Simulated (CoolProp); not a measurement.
Saturated liquid density (kg/m³) of hexamethyldisiloxane (MM): the reference equation beside estimates from Tc = 518.7 K, pc = 1931 kPa, ω = 0.418. Rackett uses Z = 0.29056 − 0.08775 ω.

Computed with CoolProp (reference Helmholtz-energy equation of state, Thol 2016).

```csv
T (K),reference,Rackett,Redlich-Kwong,Soave-Redlich-Kwong,Peng-Robinson
387.3,658.0,723.0,570.1,612.6,694.0
393.7,649.8,713.6,561.2,603.9,___
400,641.6,704.1,___,594.9,674.5
406.4,633.0,694.2,542.7,585.5,664.0
412.8,624.3,684.0,532.9,575.7,653.1
419.1,615.4,673.8,522.9,565.6,641.7
425.5,606.1,663.0,512.5,554.8,___
431.8,596.6,652.1,501.8,543.7,617.1
438.2,586.7,640.6,___,531.9,603.7
444.6,576.3,628.7,478.8,519.4,589.5
450.9,565.7,616.4,466.7,506.5,574.7
457.3,554.4,603.3,453.9,492.5,558.7
463.7,542.4,589.6,440.4,477.7,541.6
```

Problem. What belongs in the gaps?

Solution. 
- 393.7, Peng-Robinson: 684.4
- 400, Redlich-Kwong: 552.2
- 425.5, Peng-Robinson: 629.6
- 438.2, Redlich-Kwong: 490.5

Absolute difference from the reference over all 13 rows, mean and median: Rackett 9.4 and 9.4 %, Redlich-Kwong 15.7 and 15.4 %, Soave-Redlich-Kwong 8.8 and 8.5 %, Peng-Robinson 3.4 and 3.9 %.
